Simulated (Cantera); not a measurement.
What does this Cantera script print?

```python
import numpy as np
import cantera as ct

gas = ct.Solution("SiF4_NH3_mec.yaml", "gas")
gas.TPX = 1925, 2500, {'NH3': 1, 'H2': 28}
inlet = ct.Reservoir(gas, clone=True)

reactor = ct.IdealGasConstPressureReactor(gas, energy="off", clone=False)
exhaust = ct.Reservoir(gas, clone=True)
tau = [5.2, 2.2, 0.95, 0.41, 0.17, 0.075, 0.032, 0.014, 0.0059, 0.0025][0]
for a, b in ((inlet, reactor), (reactor, exhaust)):
    ct.MassFlowController(a, b, mdot=lambda t: reactor.mass / tau)
net = ct.ReactorNet([reactor])
show = ['NH3', 'H2', 'N2', 'N2H4', 'N2H2', 'H']

rows = []
print(f"{'tau/s':>10s}{'T/K':>9s}" + "".join(f"{s:>11s}" for s in show))
for tau in [5.2, 2.2, 0.95, 0.41, 0.17, 0.075, 0.032, 0.014, 0.0059, 0.0025]:
    net.initial_time = 0.0
    net.advance(30 * tau)
    before = gas.X
    net.advance(40 * tau)
    drift = np.max(np.abs(gas.X - before) / (gas.X + 1e-9))
    rows.append([gas.T, *gas[show].X, drift])
    print(f"{tau:10.3e}{gas.T:9.1f}" + "".join(f"{x:11.3e}" for x in gas[show].X))
```

Result:

```
     tau/s      T/K        NH3         H2         N2       N2H4       N2H2          H
 5.200e+00   1925.0  1.225e-02  9.755e-01  1.070e-02  6.452e-11  3.785e-08  1.536e-03
 2.200e+00   1925.0  2.034e-02  9.715e-01  6.785e-03  1.199e-10  6.228e-08  1.255e-03
 9.500e-01   1925.0  2.701e-02  9.682e-01  3.559e-03  1.653e-10  7.968e-08  1.106e-03
 4.100e-01   1925.0  3.126e-02  9.661e-01  1.501e-03  1.793e-10  8.106e-08  9.925e-04
 1.700e-01   1925.0  3.350e-02  9.652e-01  4.262e-04  1.447e-10  5.876e-08  8.307e-04
 7.500e-02   1925.0  3.428e-02  9.650e-01  6.602e-05  7.016e-11  2.268e-08  5.646e-04
 3.200e-02   1925.0  3.444e-02  9.653e-01  4.092e-06  1.649e-11  3.659e-09  2.721e-04
 1.400e-02   1925.0  3.447e-02  9.654e-01  2.478e-07  3.245e-12  5.342e-10  1.205e-04
 5.900e-03   1925.0  3.448e-02  9.655e-01  1.508e-08  5.805e-13  7.940e-11  5.086e-05
 2.500e-03   1925.0  3.448e-02  9.655e-01  1.020e-09  1.051e-13  1.306e-11  2.155e-05
```

Computed with Cantera and the gas-phase N/H chemistry of the illustrative SiF4/NH3 mechanism in the Surface Chemkin manual (1991). Walls and surfaces, which speed up NH3 decomposition in real reactors, are not modelled.
